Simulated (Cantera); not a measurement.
Input: 1 mol AlI₃, 0.53 mol H₂O, 48 mol N₂, equilibrated at 2175 K and 0.100 bar.

Equilibrium computed with Cantera from the NASA thermochemical tables; the gas is ideal and each condensed phase is pure. Candidate condensed phases: Al, AlI₃, AlN, Al₂O₃, H₂O, I₂; 41 gas species. Kinetics and transport are ignored.

Problem. What is the equilibrium state?

Solution. 
```
Quantity                             Result
--------------------------------  ---------
x(N₂)                                 0.930
x(I)                                 0.0463
x(AlI)                               0.0112
x(H₂)                               0.00923
x(H)                                0.00148
x(Al)                              0.000781
x(HI)                              0.000559
x(Al₂O)                            0.000377
x(AlOH)                             7.34e-6
n(Al₂O₃(s))                       0.170 mol
gas amount                        51.61 mol
log10 activity of Al(l) (absent)      -2.52
log10 activity of I₂(l) (absent)      -8.65
```
